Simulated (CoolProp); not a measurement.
Properties of R22 along the isotherm 500 K (Tc = 369.3 K, pc = 49.90 bar, ω = 0.221).

Values from CoolProp's reference Helmholtz-energy equation of state, Kamei 1995.

| p (bar) | phase | density (kg/m³) | cv (kJ/(kg K)) | speed of sound (m/s) | viscosity (µPa s) |
|---|---|---|---|---|---|
| 16.6 | gas | … | 0.7627 | 226.8 | 22.7 |
| 33.3 | gas | 75.12 | 0.7710 | … | 22.9 |
| 49.9 | gas | … | … | 215.8 | 23.3 |
| 66.5 | supercritical | 163.7 | 0.7871 | 211.7 | 24.0 |
| 83.2 | supercritical | … | 0.7945 | 209.1 | 24.9 |
| 99.8 | supercritical | 267.0 | 0.8012 | 208.7 | 26.2 |
| 116 | supercritical | 320.7 | 0.8067 | 210.8 | 27.9 |
| 133 | supercritical | 377.4 | 0.8114 | 215.9 | 30.1 |
| 150 | supercritical | … | 0.8150 | 223.8 | 32.6 |
| 166 | supercritical | 481.1 | 0.8175 | 233.2 | 35.3 |
| 183 | supercritical | 528.9 | 0.8195 | … | 38.3 |
| 200 | supercritical | 572.1 | 0.8211 | 258.0 | 41.3 |
| 216 | supercritical | … | 0.8223 | 270.9 | 44.2 |
| 233 | supercritical | 643.6 | 0.8234 | 285.0 | 47.2 |
| 250 | supercritical | 674.9 | 0.8244 | 299.2 | 50.1 |

**Question.** Some entries are withheld; supply them.

**Answer.** 
- 16.6, density (kg/m³): 35.91
- 33.3, speed of sound (m/s): 221.0
- 49.9, density (kg/m³): 117.6
- 49.9, cv (kJ/(kg K)): 0.7792
- 83.2, density (kg/m³): 213.9
- 150, density (kg/m³): 432.4
- 183, speed of sound (m/s): 245.0
- 216, density (kg/m³): 608.7

Viscosity comes from a separate model (Bell 2016), an estimate that may be off by 10 % or more.
